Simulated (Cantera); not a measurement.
An isothermal plug-flow reactor at 1000 K and 0.947 atm (inlet), inlet velocity 2.5 m/s, active area per volume 370 1/m; feed CH4 : O2 : N2 = 0.0037 : 0.11 : 0.79 (molar parts), equivalence ratio 0.067.

Detailed kinetics in Cantera: Deutschmann's 1995 Pt surface mechanism with GRI-Mech 3.0 gas chemistry. Catalytic surfaces can have several steady states; this one follows from the mechanism file's or the stated starting coverage. Mass transfer to the wall is taken as infinitely fast.

Problem. Predict: x(CH4) at z = 0.051 m; x(O2) at z = 0.051 m; x(H2O) at z = 0.051 m; x(CO2) at z = 0.051 m; x(CO) at z = 0.051 m; θ(free Pt) at the exit; θ(O*) at the exit.

Solution. 
- x(CH4) at z = 0.051 m = 0.00252
- x(O2) at z = 0.051 m = 0.119
- x(H2O) at z = 0.051 m = 0.00314
- x(CO2) at z = 0.051 m = 0.00157
- x(CO) at z = 0.051 m = 1.25e-6
- θ(free Pt) at the exit = 0.191
- θ(O*) at the exit = 0.808
